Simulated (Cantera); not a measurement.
Feed: 1 mol Si3N4, 32 mol Cl2, held at 1798.15 K and 100000 Pa.

Cantera equilibrium calculation (NASA polynomials, part measured and part estimated; ideal gas, pure solids and liquids). Candidate condensed phases: Si, Si3N4; 13 gas species. The tables' values for SiCl3 are old estimates; treat these amounts as uncertain. Kinetics and transport are ignored.

Base state: Cl2 0.613, Cl 0.245, SiCl4 0.0848, N2 0.0566, SiCl3 0.000113 (mole fractions); condensed: gas only.

**Question.** What changes in the equilibrium state with this change: pressure from 100000 Pa to 180 Pa?

**Answer.** 
```
species    before    after
-------  --------  -------
Cl          0.245    0.897
SiCl4      0.0848   0.0415
N2         0.0566   0.0351
Cl2         0.613   0.0148
SiCl2     2.45e-7  0.00276
SiCl3    0.000113  0.00842
```
